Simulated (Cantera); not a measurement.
A Cantera script and what it prints.

```python
import numpy as np
import cantera as ct

gas_names = """
    CL CL2 H HCL H2 N NH NH2 NH3 N2 N2H2 N2H4 Si SiCL SiCL2 SiCL3 SiCL4 SiH SiHCL3 SiH2 SiH2CL2 SiH3
    SiH3CL SiH4 SiN Si2 Si2N Si3
""".split()
cond_names = """
    NH4CL(a) NH4CL(b) Si(cr) Si(L) Si3N4(a)
""".split()


# ... load() reads the species with a 1 bar reference pressure and builds the phases ...
atoms = {
    'Si2Cl6': {'Si': 2, 'CL': 6},
    'NH3': {'N': 1, 'H': 3},
    'H2': {'H': 2},
}
top_T = {'Si3N4(a)': 2400}  # K; cautious upper limits of use, not melting points


# ... equilibrate(T, P, feed) seeds the gas with the atoms and calls Mixture.equilibrate('TP', solver="vcs", rtol=1e-11, max_steps=5000) ...
results = []
feed = {'Si2Cl6': 1, 'NH3': 7.5, 'H2': 0.36}  # mol
P = 13332.2  # Pa
for T in [1098, 1198, 1298, 1398, 1498, 1598, 1698, 1798]:
    mix = equilibrate(T, P, feed)
    results.append((T, P, feed, dict(zip(mix.species_names, mix.species_moles))))
    x = sorted(zip(gas.X, gas.species_names), reverse=True)
    print(f"T = {T:g} K  P = {P:g} Pa  gas = {mix.phase_moles(0):.4g} mol")
    print("   x: " + "  ".join(f"{s} {v:.3e}" for v, s in x if v > 1e-06))
    print("   condensed (mol): " + ("  ".join(f"{mix.phase(i).name} {mix.phase_moles(i):.4g}"
          for i in range(1, mix.n_phases) if mix.phase_moles(i) > 1e-12) or "none"))
```

Result:

```
T = 1098 K  P = 13332.2 Pa  gas = 16.96 mol
   x: H2 5.316e-01  HCL 3.056e-01  N2 1.506e-01  SiCL4 1.177e-02  SiHCL3 2.979e-04  SiCL3 6.122e-05  NH3 6.443e-06  SiCL2 4.478e-06
   condensed (mol): Si3N4(a) 0.5981
T = 1198 K  P = 13332.2 Pa  gas = 16.97 mol
   x: H2 5.277e-01  HCL 3.124e-01  N2 1.494e-01  SiCL4 9.754e-03  SiHCL3 4.433e-04  SiCL3 2.418e-04  SiCL2 5.303e-05  NH3 3.812e-06  SiH2CL2 2.633e-06
   condensed (mol): Si3N4(a) 0.6073
T = 1298 K  P = 13332.2 Pa  gas = 16.98 mol
   x: H2 5.252e-01  HCL 3.160e-01  N2 1.489e-01  SiCL4 8.081e-03  SiCL3 7.521e-04  SiHCL3 6.062e-04  SiCL2 4.184e-04  SiH2CL2 6.406e-06  NH3 2.449e-06  H 2.127e-06  CL 1.080e-06
   condensed (mol): Si3N4(a) 0.6108
T = 1398 K  P = 13332.2 Pa  gas = 17.02 mol
   x: H2 5.247e-01  HCL 3.143e-01  N2 1.496e-01  SiCL4 6.408e-03  SiCL2 2.345e-03  SiCL3 1.875e-03  SiHCL3 7.509e-04  SiH2CL2 1.322e-05  H 9.387e-06  CL 4.633e-06  NH3 1.688e-06
   condensed (mol): Si3N4(a) 0.602
T = 1498 K  P = 13332.2 Pa  gas = 17.11 mol
   x: H2 5.274e-01  HCL 3.010e-01  N2 1.533e-01  SiCL2 9.403e-03  SiCL4 4.379e-03  SiCL3 3.591e-03  SiHCL3 7.889e-04  H 3.418e-05  SiH2CL2 2.258e-05  CL 1.573e-05  NH3 1.246e-06
   condensed (mol): Si3N4(a) 0.5629
T = 1598 K  P = 13332.2 Pa  gas = 17.33 mol
   x: H2 5.353e-01  HCL 2.686e-01  N2 1.620e-01  SiCL2 2.614e-02  SiCL3 4.837e-03  SiCL4 2.215e-03  SiHCL3 6.335e-04  H 1.067e-04  CL 4.234e-05  SiH2CL2 3.023e-05  SiCL 1.766e-06
   condensed (mol): Si3N4(a) 0.4711
T = 1698 K  P = 13332.2 Pa  gas = 17.64 mol
   x: H2 5.479e-01  HCL 2.201e-01  N2 1.749e-01  SiCL2 5.108e-02  SiCL3 4.508e-03  SiCL4 7.866e-04  SiHCL3 3.768e-04  H 2.931e-04  CL 9.157e-05  SiH2CL2 3.145e-05  SiCL 1.413e-05  SiH2 1.231e-06
   condensed (mol): Si3N4(a) 0.3327
T = 1798 K  P = 13332.2 Pa  gas = 17.96 mol
   x: H2 5.613e-01  N2 1.882e-01  HCL 1.690e-01  SiCL2 7.681e-02  SiCL3 3.222e-03  H 7.224e-04  SiCL4 2.188e-04  SiHCL3 1.814e-04  CL 1.665e-04  SiCL 8.125e-05  SiH2CL2 2.724e-05  Si 1.126e-05  SiH2 8.063e-06  SiH 3.535e-06  SiH3CL 1.258e-06
   condensed (mol): Si3N4(a) 0.1843
```

Equilibrium computed with Cantera from the NASA thermochemical tables; the gas is ideal and each condensed phase is pure. The feed counts by its element totals alone. The tables' values for SiCl3, SiCl are old estimates; treat these amounts as uncertain.
